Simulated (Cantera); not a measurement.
Cantera run:

```python
import numpy as np
import cantera as ct

gas_names = [...]  # 95 gases of nasa_gas.yaml made of C, F, H
cond_names = """
    C(gr) C6H6(L) C7H8(L) C8H18(L),n-octa
""".split()


# ... load() reads the species with a 1 bar reference pressure and builds the phases ...
atoms = {
    'c-C4F8': {'C': 4, 'F': 8},
    'H2': {'H': 2},
}
top_T = {'C(gr)': 4500}  # K; cautious upper limits of use, not melting points


# ... equilibrate(T, P, feed) seeds the gas with the atoms and calls Mixture.equilibrate('TP', solver="vcs", rtol=1e-11, max_steps=5000) ...
results = []
T = 2925  # K
P = 100000  # Pa
for m in [0.24, 0.63, 1, 1.4, 1.8, 2.2, 2.6, 3, 3.3, 3.7, 4.1]:
    feed = {'c-C4F8': 1, 'H2': m}  # mol
    mix = equilibrate(T, P, feed)
    results.append((T, P, feed, dict(zip(mix.species_names, mix.species_moles))))

top = {s: max(r[3][s] / sum(r[3][g] for g in gas_names) for r in results) for s in gas_names}
cols = sorted((s for s in top if top[s] > 0.001), key=lambda s: -top[s])[:9]
seen = [c for c in cond_names if any(r[3].get(c, 0) > 1e-12 for r in results)]
print("log10 of partial pressures in bar; condensed amounts in mol")
print(f"{'n(H2)':>10s}" + "".join(f"{s[:9]:>10s}" for s in cols + seen))
for T, P, feed, n in results:
    ng = sum(n[g] for g in gas_names)
    print(f"{feed['H2']:10.4g}" + "".join(f"{np.log10(max(n[s] / ng * P / 1e5, 1e-99)):10.3f}" for s in cols)
          + "".join(f"{n.get(c, 0):10.4g}" for c in seen))
```

Result:

```
log10 of partial pressures in bar; condensed amounts in mol
     n(H2)        HF       CF2         F       CF4       CF3        CF         H        H2     C(gr)
      0.24    -0.968    -0.280    -0.613    -1.147    -1.555    -1.619    -4.432    -7.056     1.107
      0.63    -0.594    -0.364    -0.655    -1.315    -1.682    -1.661    -4.016    -6.223      1.41
         1    -0.430    -0.447    -0.696    -1.480    -1.805    -1.702    -3.811    -5.813     1.704
       1.4    -0.318    -0.541    -0.744    -1.669    -1.947    -1.750    -3.652    -5.495     2.027
       1.8    -0.239    -0.646    -0.796    -1.878    -2.104    -1.802    -3.521    -5.233     2.353
       2.2    -0.179    -0.766    -0.856    -2.118    -2.284    -1.862    -3.401    -4.993      2.68
       2.6    -0.131    -0.912    -0.929    -2.410    -2.503    -1.935    -3.279    -4.750     3.005
         3    -0.090    -1.105    -1.025    -2.796    -2.792    -2.031    -3.142    -4.475     3.324
       3.3    -0.062    -1.309    -1.127    -3.204    -3.099    -2.134    -3.012    -4.216     3.555
       3.7    -0.029    -1.805    -1.375    -4.196    -3.842    -2.381    -2.731    -3.654     3.837
       4.1    -0.013    -3.410    -2.178    -7.406    -6.250    -3.184    -1.913    -2.017     3.977
```

Cantera equilibrium calculation (NASA polynomials, part measured and part estimated; ideal gas, pure solids and liquids). The feed counts by its element totals alone. The tables' values for C2F4 are old estimates; treat these amounts as uncertain. Gases not in the tables: C2F6 and larger saturated fluorocarbons.
